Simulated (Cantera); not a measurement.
A closed system holds: 1 mol borazine, a varied amount of O2, 140 mol H2, held at 1700 °C and 4.13 Torr.

These are equilibrium values from Cantera (NASA tables, ideal gas, pure condensed phases), not measurements of a reactor. Candidate condensed phases: B, BN, B2O3, B3O3H3, H2O; 39 gas species. The feed counts by its element totals alone. The tables' values for BH2 are old estimates; treat these amounts as uncertain. Rates play no part.

x: gas mole fraction; n: condensed amount in mol.

```
n(O2) (mol)   x H2    x H2O   x HBO2     x H     x HBO    x N2  n B(s)
-----------  -----  -------  -------  ------  --------  ------  ------
0.35         0.967  4.44e-7  3.34e-7  0.0179   0.00368  0.0103     [?]
0.56         0.964  7.02e-7  8.37e-7  0.0179   0.00582  0.0102     [?]
0.89         0.960  1.09e-6  2.04e-6  0.0178   0.00908  0.0102     [?]
1.4          0.953  1.67e-6  4.81e-6  0.0178    0.0139  0.0102     [?]
2.3          0.950  0.00341  0.00627  0.0177   0.00883  0.0102       0
3.7          0.937   0.0157   0.0130  0.0176   0.00394  0.0102       0
5.9          0.910   0.0423   0.0167  0.0174   0.00181  0.0102       0
9.4          0.864   0.0883   0.0184  0.0169  0.000910  0.0102       0
```

Q: Fill in the missing entries.

A: 
- 0.35, n B(s): 2.24
- 0.56, n B(s): 1.82
- 0.89, n B(s): 1.16
- 1.4, n B(s): 0.134
